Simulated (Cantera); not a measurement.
Low-pressure radical oxidation in H2/O2

A perfectly stirred reactor is fed with 31.0 % H₂, 69.0 % O₂, equivalence ratio 0.23, at 0.0133 bar; it is held at 1350 K, and followed from long to short residence time.

Cantera simulation using GRI-Mech 3.0 (53 species, 325 reactions); the numbers are that mechanism's predictions, not measurements. Radical loss at walls, strong at low pressure, is not modelled. The temperature is held fixed by assumption; the heat of reaction is taken as removed at once.

```tsv
τ (s)	x H₂	x O₂	x H	x HO₂	x O	x H₂O	x H₂O₂
0.88	0.00145	0.627	0.00117	4.89e-6	0.00457	0.361	2.53e-7
0.52	0.00203	0.625	0.00197	5.75e-6	0.00647	0.358	2.92e-7
0.30	0.00289	0.622	0.00338	6.62e-6	0.00926	0.355	3.35e-7
0.18	0.00399	0.618	0.00555	7.35e-6	0.0129	0.351	3.75e-7
0.11	0.00539	0.613	0.00886	7.94e-6	0.0175	0.345	4.09e-7
0.062	0.00754	0.605	0.0150	8.43e-6	0.0249	0.335	4.40e-7
0.036	0.0102	0.596	0.0240	8.64e-6	0.0340	0.322	4.55e-7
0.021	0.0132	0.584	0.0367	8.60e-6	0.0451	0.306	4.53e-7
0.013	0.0162	0.572	0.0508	8.37e-6	0.0559	0.288	4.39e-7
0.0074	0.0196	0.558	0.0686	7.97e-6	0.0681	0.267	4.14e-7
0.0043	0.0230	0.547	0.0841	7.59e-6	0.0774	0.249	3.93e-7
```
x: mole fraction; the columns are a selection and need not sum to one.
